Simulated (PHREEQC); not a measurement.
Solution (20 °C): 0.0011 mol FeSO4 and 0.11 mol CuCl2 per kg of water. Closed to the air; pH follows from the charge balance.

The numbers come from PHREEQC with the ion-association model, phreeqc.dat.

This is a speciation only: nothing precipitates in the calculation.

Predict the pH, density.

pH 4.30; density 1.012 g/cm³.

In which forms is Fe present?

Fe+2 92 %, FeCl+ 7.2 % of the Fe.
